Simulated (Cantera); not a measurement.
Input: 1 mol Si, 0.0019 mol H₂O, 8.5 mol H₂, equilibrated at 1602 °C and 10.0 mbar.

These are equilibrium values from Cantera (NASA tables, ideal gas, pure condensed phases), not measurements of a reactor. Candidate condensed phases: H₂O, Si, SiO₂; 18 gas species. Gases not in the tables: Si₂H₆ and higher silanes. Kinetics and transport are ignored.

Base state: H₂ 0.992, H 0.00653, Si 0.000906, SiO 0.000222, SiH 8.36e-5, SiH₂ 4.93e-5 (mole fractions); condensed: Si(l).

Task: What changes in the equilibrium state with this change: temperature from 1602 °C to 1227 °C?

Result: 
```csv
species,before,after
H₂,0.992,1.000
SiO,0.000222,0.000223
H,0.00653,0.000176
Si,0.000906,1.05e-6
SiH,8.36e-5,3.38e-7
SiH₂,4.93e-5,1.50e-6
"Si(l), mol",0.989,0
"Si(s), mol",0,0.998
```
